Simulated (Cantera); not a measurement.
Charge: 1 mol B, a varied amount of O2, 0.13 mol H2, at 1.00 bar.

These are equilibrium values from Cantera (NASA tables, ideal gas, pure condensed phases), not measurements of a reactor. Candidate condensed phases: B, B2O3, B3O3H3, H2O; 23 gas species. Mutual solubility and eutectic melting of coexisting phases are not modelled. Equilibrium is a limit: real reactors are often held back by kinetics, nucleation or transport.

Stable condensed phases, one row left out:

```
T in °C \ n(O2) in mol
         0.31 0.41 0.56 0.75    1  1.4  1.8
   2002     A    A    B    C    B    B    B
   1902     A    A    A    C    C    C    B
   1852     D    D    D    C    C    C    C
   1802     D    D    D    C    C    C    C
   1752     D    D    D    C    C    C    C
   1702     D    D    D    C    C    C    C
   1652     D    D    D    C    C    C    C
   1602     D    D    D    C    C    C    C
   1552     D    D    D    C    C    C    C
   1502     D    D    D    C    C    C    C
   1452     D    D    D    C    C    C    C
   1402     D    D    D    C    C    C    C
   1352     D    D    D    C    C    C    C
```

A: B; B: gas only; C: B2O3; D: B + B2O3.

Question: Give the row for 1952 °C.

Answer: 0.31: B; 0.41: B; 0.56: gas only; 0.75: B2O3; 1: B2O3; 1.4: gas only; 1.8: gas only.
